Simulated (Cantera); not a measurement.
Cantera run:

```python
import numpy as np
import cantera as ct

gas_names = """
    H HNO HNO2 HNO3 HO2 H2 H2O H2O2 N NH NH2 NH3 NH2OH NO NO2 NO3 N2 N2H2 N2H4 N2O O OH O2 O3 Si SiH
    SiH2 SiH3 SiH4 SiN SiO SiO2 Si2 Si2N Si3
""".split()
cond_names = """
    H2O(s) H2O(L) Si(cr) Si(L) SiO2(Lqz) SiO2(hqz) SiO2(L) Si2N2O(s) Si3N4(a)
""".split()


# ... load() reads the species with a 1 bar reference pressure and builds the phases ...
atoms = {
    'SiH4': {'Si': 1, 'H': 4},
    'NO': {'N': 1, 'O': 1},
}
top_T = {'Si2N2O(s)': 2100, 'Si3N4(a)': 2400}  # K; cautious upper limits of use, not melting points


# ... equilibrate(T, P, feed) seeds the gas with the atoms and calls Mixture.equilibrate('TP', solver="vcs", rtol=1e-11, max_steps=5000) ...
results = []
T = 1898  # K
P = 1333.22  # Pa
for m in [0.26, 0.39, 0.58, 0.88, 1.3, 2, 3, 4.5, 6.8, 10]:
    feed = {'SiH4': 1, 'NO': m}  # mol
    mix = equilibrate(T, P, feed)
    results.append((T, P, feed, dict(zip(mix.species_names, mix.species_moles))))

top = {s: max(r[3][s] / sum(r[3][g] for g in gas_names) for r in results) for s in gas_names}
cols = sorted((s for s in top if top[s] > 1e-05), key=lambda s: -top[s])[:6]
seen = [c for c in cond_names if any(r[3].get(c, 0) > 1e-12 for r in results)]
print("log10 of partial pressures in bar; condensed amounts in mol")
print(f"{'n(NO)':>10s}" + "".join(f"{s[:9]:>10s}" for s in cols + seen))
for T, P, feed, n in results:
    ng = sum(n[g] for g in gas_names)
    print(f"{feed['NO']:10.4g}" + "".join(f"{np.log10(max(n[s] / ng * P / 1e5, 1e-99)):10.3f}" for s in cols)
          + "".join(f"{n.get(c, 0):10.4g}" for c in seen))
```

Result:

```
log10 of partial pressures in bar; condensed amounts in mol
     n(NO)        H2        N2       H2O        O2       SiO         H     Si(L)   SiO2(L)
      0.26    -1.956    -3.141    -7.835   -19.544    -2.840    -4.085    0.7373         0
      0.39    -1.990    -2.999    -7.727   -19.260    -2.698    -4.102    0.6071         0
      0.58    -2.035    -2.872    -7.646   -19.006    -2.571    -4.125    0.4168         0
      0.88    -2.099    -2.754    -7.591   -18.770    -2.453    -4.156    0.1163         0
       1.3    -2.105    -2.590    -4.428   -12.429    -2.552    -4.160         0    0.2905
         2    -2.082    -2.364    -3.478   -10.577    -3.478    -4.148         0     0.923
         3    -2.424    -2.244    -2.419    -7.775    -4.879    -4.319         0    0.9965
       4.5    -4.554    -2.178    -2.233    -3.145    -7.194    -5.384         0         1
       6.8    -5.020    -2.179    -2.413    -2.571    -7.481    -5.617         0         1
        10    -5.272    -2.179    -2.582    -2.406    -7.563    -5.743         0    0.9999
```

Cantera equilibrium calculation (NASA polynomials, part measured and part estimated; ideal gas, pure solids and liquids). The tables' values for SiN are old estimates; treat these amounts as uncertain. The tables hold silica as quartz up to 1696 K and as liquid above; real silica turns to tridymite and cristobalite and melts near 1996 K. Gases not in the tables: Si2H6 and higher silanes.
